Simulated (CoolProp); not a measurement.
Ethanol at 293.15 K and 0.00463 MPa flows at 17 m/s in a round tube of 50 mm bore and 0.25 µm roughness, fully developed (64/Re and Nu = 3.66 if laminar; Colebrook and Gnielinski if turbulent). Each further row changes one setting.

Values from CoolProp's reference Helmholtz-energy equation of state, Schroeder 2014.

| case | Reynolds number | Darcy friction factor | pressure drop (Pa/m) | heat-transfer coefficient (W/(m² K)) | mass flow (kg/h) |
|---|---|---|---|---|---|
| as stated | 8660 | ___ | ___ | ___ | 10.6 |
| velocity 34 m/s | 17300 | 0.0268 | ___ | 14.6 | 21.1 |
| diameter 100 mm | 17300 | 0.0268 | 3.40 | 7.31 | ___ |

Q: Complete the blanks.

A: 
- as stated, Darcy friction factor: 0.0321
- as stated, pressure drop (Pa/m): 8.15
- as stated, heat-transfer coefficient (W/(m² K)): 8.29
- velocity 34 m/s, pressure drop (Pa/m): 27.2
- diameter 100 mm, mass flow (kg/h): 42.2

Viscosity comes from a separate model (Kiselev 2005). Thermal conductivity comes from a separate model (Assael 2013).
